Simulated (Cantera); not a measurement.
A Cantera script and its output.

```python
import numpy as np
import cantera as ct

gas = ct.Solution("gri30.yaml")
gas.TPX = 1450, 660, {'C2H6': 1, 'N2': 3.6}
reactor = ct.IdealGasConstPressureReactor(gas, energy="off", clone=False)
net = ct.ReactorNet([reactor])
net.rtol, net.atol = 1e-08, 1e-18
show = ['C2H6', 'HCN', 'C2H2', 'C2H4', 'CH4', 'CH3']
times = np.geomspace(0.0005, 20, 13)

steps = ct.SolutionArray(gas, extra=["t"])
rows = []
print(f"{'t/s':>10s}{'T/K':>9s}{'P/Pa':>11s}" + "".join(f"{s:>11s}" for s in show))
for t in times:
    while net.time < t:
        t_next = net.step()
        steps.append(gas.state, t=t_next)
    rows.append([np.interp(t, steps.t, y) for y in (steps.T, steps.P, *steps(*show).X.T)])
    print(f"{t:10.3e}{rows[-1][0]:9.1f}{rows[-1][1]:11.4g}" + "".join(f"{x:11.3e}" for x in rows[-1][2:]))
rate = np.gradient(steps.T, steps.t)
print("integrator steps:", len(steps.t))
if steps.T.max() > steps.T[0] + 200:
    print(f"time of steepest temperature rise: {steps.t[rate.argmax()]:.4e} s")
gas.TPX = 1450, 660, {'C2H6': 1, 'N2': 3.6}
gas.equilibrate("TP")
print(f"equilibrium (TP): T = {gas.T:.1f} K  " + "  ".join(f"{s} {gas[s].X[0]:.3e}" for s in show))
```

It prints:

```
       t/s      T/K       P/Pa       C2H6        HCN       C2H2       C2H4        CH4        CH3
 5.000e-04   1450.0        660  2.137e-01  1.920e-10  1.955e-07  6.329e-04  5.416e-04  3.320e-03
 1.209e-03   1450.0        660  2.022e-01  7.356e-09  2.154e-05  6.216e-03  2.771e-03  6.890e-03
 2.924e-03   1450.0        660  1.608e-01  3.646e-08  7.652e-04  3.120e-02  1.329e-02  1.220e-02
 7.071e-03   1450.0        660  7.749e-02  8.534e-08  8.464e-03  7.820e-02  4.441e-02  1.175e-02
 1.710e-02   1450.0        660  1.312e-02  1.330e-07  3.469e-02  9.186e-02  7.728e-02  5.079e-03
 4.135e-02   1450.0        660  1.032e-03  1.485e-07  6.446e-02  6.772e-02  8.081e-02  1.408e-03
 1.000e-01   1450.0        660  1.108e-04  1.483e-07  8.353e-02  4.735e-02  7.890e-02  5.031e-04
 2.418e-01   1450.0        660  2.072e-05  1.465e-07  9.739e-02  3.187e-02  7.738e-02  2.239e-04
 5.848e-01   1450.0        660  7.331e-06  1.447e-07  1.093e-01  1.838e-02  7.606e-02  1.339e-04
 1.414e+00   1450.0        660  6.207e-06  1.430e-07  1.202e-01  6.258e-03  7.458e-02  1.271e-04
 3.420e+00   1450.0        660  8.197e-06  1.426e-07  1.257e-01  6.471e-04  7.229e-02  1.519e-04
 8.270e+00   1450.0        660  7.546e-06  1.438e-07  1.277e-01  3.631e-04  6.725e-02  1.472e-04
 2.000e+01   1450.0        660  5.746e-06  1.470e-07  1.313e-01  3.003e-04  5.705e-02  1.304e-04
integrator steps: 1354
equilibrium (TP): T = 1450.0 K  C2H6 2.387e-09  HCN 1.045e-01  C2H2 9.902e-02  C2H4 9.342e-05  CH4 5.107e-04  CH3 2.191e-06
```

Computed with Cantera and GRI-Mech 3.0 (53 species, 325 reactions). GRI-Mech 3.0 stops at C3 and has no aromatics, soot or wall deposition, so with more carbon than oxygen in the feed, carbon stays in small species such as C2H2 where larger ones or solid carbon would form. Radical loss at walls, strong at low pressure, is not modelled.
